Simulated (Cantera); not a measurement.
## MgCO3 + SO3 + CO2 (roasting and sulfation)

Input: 1 mol MgCO3, 0.63 mol SO3, 0.042 mol CO2, held at 14300 Torr.

Equilibrium computed with Cantera from the NASA thermochemical tables; the gas is ideal and each condensed phase is pure. Candidate condensed phases: C, Mg, MgCO3, MgO, MgS, MgSO4, S; 26 gas species. Mutual solubility and eutectic melting of coexisting phases are not modelled. Rates play no part.

```tsv
T (K)	x CO2	x SO2	x O2	x SO3	x CO	n MgCO3(s)	n MgSO4(s)	n MgO(s)
673	1.00	3.74e-11	1.81e-11	<1e-12	<1e-12	0.370	0.630	0
723	1.00	3.39e-10	1.71e-10	3.22e-12	2.31e-12	0.370	0.630	0
773	1.00	1.77e-9	2.05e-9	2.02e-11	1.41e-11	0.370	0.630	0
823	1.00	1.93e-8	1.02e-8	1.94e-10	9.19e-11	0	0.630	0.370
873	1.00	1.63e-7	8.18e-8	2.03e-9	3.46e-10	0	0.630	0.370
923	1.000	1.07e-6	5.35e-7	1.64e-8	1.12e-9	0	0.630	0.370
973	1.000	5.74e-6	2.87e-6	1.06e-7	3.21e-9	0	0.630	0.370
1023	1.000	2.60e-5	1.30e-5	5.68e-7	8.31e-9	0	0.630	0.370
1073	1.000	0.000102	5.10e-5	2.58e-6	1.97e-8	0	0.630	0.370
1123	0.999	0.000352	0.000176	1.02e-5	4.34e-8	0	0.630	0.370
1173	0.998	0.00109	0.000543	3.55e-5	8.95e-8	0	0.629	0.371
1223	0.995	0.00304	0.00152	0.000111	1.74e-7	0	0.627	0.373
1273	0.988	0.00783	0.00392	0.000315	3.19e-7	0	0.621	0.379
```
x: gas mole fraction; n: condensed amount in mol.

From 673 K to 773 K the condensed part is MgCO3(s) + MgSO4(s). From 823 K to 1273 K the condensed part is MgO(s) + MgSO4(s).
